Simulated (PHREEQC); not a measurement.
## Polishing slurry liquid: an equilibrium model

Solution (25 °C): 0.0024 mol/kgw NH3, 0.00018 mol/kgw H4SiO4 and 0.0017 mol/kgw H3BO3. Closed to the air; pH follows from the charge balance.

Equilibrium calculation in PHREEQC: ion-association model, phreeqc.dat.

Each row changes one thing in this solution. No solid was allowed to form.

| case | pH | ionic strength (mol/kgw) | NH3 (mol/kgw) | NH4+ (mol/kgw) | H2BO3- (mol/kgw) | H3BO3 (mol/kgw) |
|---|---|---|---|---|---|---|
| as made | 9.36 | 0.00106 | 0.00134 | 0.00106 | 0.000986 | 0.000714 |
| H4SiO4 left out | 9.38 | 0.00103 | 0.00137 | 0.00103 | 0.00101 | 0.000695 |
| NH3 from 0.0024 to 0.00216 mol/kgw | 9.32 | 0.00101 | 0.00115 | 0.00101 | 0.000942 | 0.000758 |
| 0.00018 mol/kgw H2SiF6 added | 8.90 | 0.00168 | 0.000723 | 0.00168 | 0.000549 | 0.00115 |
| diluted 10-fold with water | 9.29 | 0.000114 | 0.000126 | 0.000114 | 9.04e-5 | 7.96e-5 |
| NH3 replaced by NH4HS at the same molality | 7.95 | 0.00229 | 0.000111 | 0.00229 | 8.80e-5 | 0.00161 |
| NH3 replaced by (NH4)2SiF6 at the same molality | 3.25 | 0.00713 | 4.43e-9 | 0.00480 | 1.50e-9 | 0.00134 |

Some of these states are supersaturated (in Quartz (slow to form), Chalcedony (slow to form), for instance). SiF6-2 is the database's only silicon fluoride. Real BF4- forms and hydrolyses slowly; the run takes it at equilibrium.
